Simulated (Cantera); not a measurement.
A closed system holds: 1 mol Cu, 3.1 mol F2, 0.17 mol H2, held at 0.0143 Torr.

Method: chemical equilibrium by Gibbs-energy minimisation in Cantera with the NASA 1993 tables (ideal gas, pure condensed phases). Candidate condensed phases: Cu, CuF2; 15 gas species. The numbers say what is thermodynamically allowed, not how fast it happens. All values below are at 700 °C.

Base state: F 0.740, CuF2 0.193, HF 0.0655, F2 0.00187 (mole fractions); condensed: gas only.

Q: What changes in the equilibrium state with this change: H2 from 0.17 to 0.38 mol?

A: 
| species | before | after |
|---|---|---|
| F | 0.740 | 0.660 |
| CuF2 | 0.193 | 0.193 |
| HF | 0.0655 | 0.146 |
| F2 | 0.00187 | 0.00149 |
